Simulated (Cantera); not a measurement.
A freely propagating, adiabatic, planar premixed flame of 7.06 % CH4, 3.74 % H2, 17.9 % O2, 67.5 % N2, 3.74 % H2O, unburnt at 475 K and 3450 Torr; multicomponent+Soret transport, grid criteria slope 0.08 and curve 0.16, no radiation.

Computed with Cantera and GRI-Mech 3.0 (53 species, 325 reactions). Burning velocities carry a grid error of a few per cent, more on coarse grids.

Q: Predict: laminar burning velocity; thermal thickness; peak x(CH2O); peak x(HCO); peak x(O).

A: laminar burning velocity: 43.9 cm/s
thermal thickness: 0.135 mm
peak x(CH2O): 0.00119
peak x(HCO): 1.61e-5
peak x(O): 0.00157
